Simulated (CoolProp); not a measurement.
Model: reference Helmholtz-energy equation of state, Schmidt 1985, in CoolProp.

Task: Give the vapour pressure (MPa), liquid density (kg/m³), vapour density (kg/m³), enthalpy of vaporisation (kJ/kg) of saturated oxygen at 108.3, 124.9 K.

Result: 
```
T (K)  p (MPa)  liquid density (kg/m³)  vapour density (kg/m³)  enthalpy of vaporisation (kJ/kg)
-----  -------  ----------------------  ----------------------  --------------------------------
108.3    0.482                    1050                    19.0                               192
124.9     1.34                     940                    51.8                               164
```
